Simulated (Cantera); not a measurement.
Input: 1 mol MgCO3, 0.17 mol SO3, 0.06 mol CO2, at 10000 Pa.

These are equilibrium values from Cantera (NASA tables, ideal gas, pure condensed phases), not measurements of a reactor. Candidate condensed phases: C, Mg, MgCO3, MgO, MgS, MgSO4, S; 26 gas species. Mutual solubility and eutectic melting of coexisting phases are not modelled. Rates play no part.

Question: At 1025 K, list the 4 most abundant gas species with their mole fractions, and the condensed phases.

Answer: CO2 0.992, SO2 0.00524, O2 0.00262, SO3 0.000115. Condensed: MgO(s) + MgSO4(s).
